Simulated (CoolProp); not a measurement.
Vapour-liquid equilibrium of n-heptane (1) + toluene (2) at 1.27 MPa; x and y are mole fractions of (1).

Model: multi-fluid Helmholtz-energy mixture model, Span 2003 and Lemmon 2006; pair parameters Bell 2016, in CoolProp.

```csv
x,bubble temperature (°C),y at the bubble point,dew temperature at overall composition x (°C),liquid density (mol/L)
0.05,230.0,0.068,230.4,6.710
0.2,225.7,0.246,226.8,6.323
0.35,222.6,0.399,223.5,5.963
0.5,220.2,0.541,220.8,5.630
0.65,218.3,0.677,218.6,5.322
0.8,216.9,0.814,217.0,5.039
0.95,215.8,0.953,215.8,4.777
```

No azeotrope shows between x = 0.05 and 0.95.

Pair parameters are fitted to limited data, so mixtures are less certain than the pure fluids.
